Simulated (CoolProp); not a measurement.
Fluoroethane (R161) along the isobar 37.4 bar: Z from the reference equation and from simpler models built on Tc = 375.2 K, pc = 50.10 bar, ω = 0.216; each cubic takes its own stable root.

Computed with CoolProp (reference Helmholtz-energy equation of state, Wu 2012).

```tsv
T (K)	phase	reference	van der Waals	Redlich-Kwong	Soave-Redlich-Kwong
283.4	liquid	0.1020	0.1776	0.1249	0.1208
290.4	liquid	0.1013	0.1765	0.1247	0.1204
297.4	liquid	0.1007	0.1758	0.1248	0.1204
304.4	liquid	0.1004	0.1755	0.1252	0.1207
311.4	liquid	0.1004	0.1756	0.1261	0.1214
318.4	liquid	0.1006	0.1764	0.1273	0.1225
325.4	liquid	0.1011	0.1778	0.1292	0.1242
332.4	liquid	0.1021	0.1802	0.1318	0.1266
339.4	liquid	0.1036	0.1840	0.1356	0.1300
346.3	liquid	0.1059	0.1904	0.1409	0.1349
```
